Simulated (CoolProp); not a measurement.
Saturation properties of sulfur dioxide (Tc = 430.6 K, pc = 78.87 bar, ω = 0.256).

Model: reference Helmholtz-energy equation of state, Gao 2016, in CoolProp.

```tsv
T (K)	p (bar)	liquid density (kg/m³)	vapour density (kg/m³)	liquid cp (kJ/(kg K))	surface tension (mN/m)
256.8	0.7572	1478	2.325	1.359	29.8
270.2	1.376	1443	4.062	1.365	27.1
283.7	2.351	1407	6.714	1.375	24.5
297.2	3.798	1370	10.56	1.391	21.8
310.6	5.836	1331	15.91	1.414	19.2
324.1	8.640	1290	23.25	1.445	16.7
337.6	12.36	1247	33.11	1.487	14.1
351	17.12	1200	46.07	1.544	11.6
364.5	23.17	1149	63.35	1.627	9.08
378	30.68	1092	86.43	1.753	6.63
```

It boils at 263.1 K under 1 atm.

Surface tension comes from a separate correlation (Mulero 2012).
